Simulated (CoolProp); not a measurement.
The fluid at 407.41 K and 6.87 MPa is throttled through a valve to 1.48 MPa with no heat exchange. The same conditions are run with several fluids, on thermodynamics alone (safety and materials aside).

Computed with CoolProp (reference Helmholtz-energy equation of state of each fluid (dodecamethylcyclohexasiloxane (D6): Colonna 2008; dimethyl carbonate: Zhou 2011; the fluoroketone C6F12O (FK-5-1-12): McLinden 2015; tetradecamethylhexasiloxane (MD4M): Thol 2019; water: Wagner 2002)).

```
fluid                                temperature change (K)  final density (kg/m³)
-----------------------------------  ----------------------  ---------------------
dodecamethylcyclohexasiloxane (D6)                     +1.7                    851
dimethyl carbonate                                     +0.9                    909
the fluoroketone C6F12O (FK-5-1-12)                    -1.5                   1200
tetradecamethylhexasiloxane (MD4M)                     +1.8                    782
water                                                  +0.8                    931
```
